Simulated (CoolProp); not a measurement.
Chlorine at 357.67 K and 1.72 MPa is throttled through a valve to 1.08 MPa with no heat exchange. Each further row changes one setting.

Computed with CoolProp (reference Helmholtz-energy equation of state, Thol 2021).

```
case                       temperature change (K)  final density (kg/m³)
-------------------------  ----------------------  ---------------------
as stated                                       …                      …
outlet pressure 0.324 MPa                   -29.9                      …
outlet pressure 1.4 MPa                         …                      …
```

Some entries are withheld; supply them.


- as stated, temperature change (K): -13.0
- as stated, final density (kg/m³): 29.4
- outlet pressure 0.324 MPa, final density (kg/m³): 8.69
- outlet pressure 1.4 MPa, temperature change (K): -6.4
- outlet pressure 1.4 MPa, final density (kg/m³): 38.3
